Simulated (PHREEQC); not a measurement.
A solution holds 33 mmol/kgw CaCl2, at 20 °C. Closed to the air; pH follows from the charge balance.

The numbers come from PHREEQC with the ion-association model, phreeqc.dat.

No solid was allowed to form.

### Question
Predict the specific conductance, density.

### Answer
specific conductance 6170 µS/cm; density 1.001 g/cm³.

Species that the database lacks are ignored.
